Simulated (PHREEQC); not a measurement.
Solution (20 °C): 0.48 mol KHSO4 per kg of water. Closed to the air; pH follows from the charge balance.

The numbers come from PHREEQC with the ion-association model, phreeqc.dat.

Precipitation was switched off in this run.

Q: Predict the pH.

A: pH 0.89.

Q: In which forms is S present?

A: HSO4- 65 %, SO4-2 24 %, KSO4- 11 % of the S.

Ionic strength above about 0.7 mol/kgw puts this run outside the model's range. Species that the database lacks are ignored.
